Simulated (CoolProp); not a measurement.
Vapour-liquid equilibrium of methanol (1) + ethylbenzene (2) at 0.784 bar; x and y are mole fractions of (1).

The numbers come from the multi-fluid Helmholtz-energy mixture model, de Reuck 1993 and Zhou 2012; pair parameters Bell 2016 in CoolProp.

```tsv
x	bubble temperature, mixture model (°C)	bubble temperature, Raoult's law (°C)	y, mixture model	y, Raoult's law
0.05	[?]	114.2	0.712	0.346
0.2	[?]	93.1	0.895	0.724
0.35	[?]	81.5	[?]	0.853
0.5	60.8	73.6	[?]	0.917
0.65	60.6	67.7	[?]	0.954
0.8	59.8	63.1	0.925	0.978
0.95	[?]	59.2	0.970	0.995
```

**Question.** Fill in the missing entries.

**Answer.** 
- 0.05, bubble temperature, mixture model (°C): 88.3
- 0.2, bubble temperature, mixture model (°C): 63.9
- 0.35, bubble temperature, mixture model (°C): 60.9
- 0.35, y, mixture model: 0.910
- 0.5, y, mixture model: 0.911
- 0.65, y, mixture model: 0.912
- 0.95, bubble temperature, mixture model (°C): 58.5

The largest gap from Raoult's law is -29.2 K in bubble temperature, at x = 0.2. No azeotrope shows between x = 0.05 and 0.95.

Pair parameters are fitted to limited data, so mixtures are less certain than the pure fluids. With so large a gap from Raoult's law the liquid may split in two, which this calculation doesn't test in full.
